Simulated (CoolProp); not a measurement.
Vapour-liquid equilibrium of R125 (1) + R143a (2) at -29.65 °C; x and y are mole fractions of (1).

Values from CoolProp's multi-fluid Helmholtz-energy mixture model, Lemmon 2005 and Lemmon and Jacobsen 2000; pair parameters Lemmon 2004.

| x | bubble pressure, mixture model (MPa) | bubble pressure, Raoult's law (MPa) | y, mixture model | y, Raoult's law |
|---|---|---|---|---|
| 0.05 | 0.2172 | 0.2186 | 0.047 | 0.053 |
| 0.2 | 0.2157 | 0.2206 | 0.196 | 0.210 |
| 0.35 | 0.2156 | 0.2226 | 0.353 | 0.364 |
| 0.5 | 0.2169 | 0.2246 | 0.513 | 0.515 |
| 0.65 | 0.2196 | 0.2266 | 0.671 | 0.663 |
| 0.8 | 0.2238 | 0.2287 | 0.820 | 0.809 |
| 0.95 | 0.2293 | 0.2307 | 0.958 | 0.953 |

The largest gap from Raoult's law is -3.4 % in bubble pressure, at x = 0.5. y crosses x between x = 0.2 and 0.35: the model has an azeotrope there.

The pair parameters rest on a limited set of measurements; away from them the model extrapolates.
